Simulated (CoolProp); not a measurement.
R1234yf along the isobar 4.34 MPa: density (kg/m³) from the reference equation and from simpler models built on Tc = 367.8 K, pc = 3.384 MPa, ω = 0.276; each cubic takes its own stable root.

The numbers come from the reference Helmholtz-energy equation of state, Lemmon 2022 in CoolProp.

```csv
T (K),phase,reference
346.3,liquid,918.9
354.3,liquid,871.4
362.2,liquid,814.0
370.2,supercritical,734.6
378.2,supercritical,585.6
386.1,supercritical,372.6
394.1,supercritical,293.0
402,supercritical,255.4
410,supercritical,231.1
```

Task: How far does each simpler model (van der Waals, Redlich-Kwong, Peng-Robinson) lie from the reference over these 9 states: mean and median of the absolute difference, and the worst?

Result: 
- van der Waals: mean 22.5 %, median 21.3 %, worst -36.6 % at 346.3 K and 4.34 MPa
- Redlich-Kwong: mean 11.8 %, median 14.0 %, worst -19.6 % at 370.2 K and 4.34 MPa
- Peng-Robinson: mean 5.8 %, median 5.0 %, worst -13.3 % at 378.2 K and 4.34 MPa
